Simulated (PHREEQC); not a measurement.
Solution (25 °C): 0.087 mol/kgw Zn(NO3)2 and 3e-05 mol/kgw H4SiO4. Closed to the air; pH follows from the charge balance.

Computed with PHREEQC (ion-association model, phreeqc.dat).

Each row changes one thing in this solution. Precipitation was switched off in this run.

```tsv
case	pH	ZnOH+ (mol/kgw)	Zn(OH)2 (mol/kgw)	H3SiO4- (mol/kgw)	SI of Quartz (SiO2)
as made	5.28	6.65e-6	1.00e-8	1.28e-9	-0.51
H4SiO4 from 3e-05 to 2.7e-05 mol/kgw	5.28	6.65e-6	1.00e-8	[?]	-0.56
Zn(NO3)2 from 0.087 to 0.435 mol/kgw	5.10	1.08e-5	[?]	[?]	-0.39
Zn(NO3)2 from 0.087 to 0.0087 mol/kgw	5.63	2.62e-6	1.10e-8	2.23e-9	-0.54
diluted 100-fold with water	6.05	[?]	1.10e-8	[?]	-2.54
```

Q: Complete the blanks.

A: 
- H4SiO4 from 3e-05 to 2.7e-05 mol/kgw, H3SiO4- (mol/kgw): 1.15e-9
- Zn(NO3)2 from 0.087 to 0.435 mol/kgw, Zn(OH)2 (mol/kgw): 9.54e-9
- Zn(NO3)2 from 0.087 to 0.435 mol/kgw, H3SiO4- (mol/kgw): 1.29e-9
- diluted 100-fold with water, ZnOH+ (mol/kgw): 9.06e-7
- diluted 100-fold with water, H3SiO4- (mol/kgw): 5.25e-11

The ionic strength passes 0.7 mol/kgw, the rough limit of the ion-association models, in Zn(NO3)2 from 0.087 to 0.435 mol/kgw. Species that the database lacks are ignored.
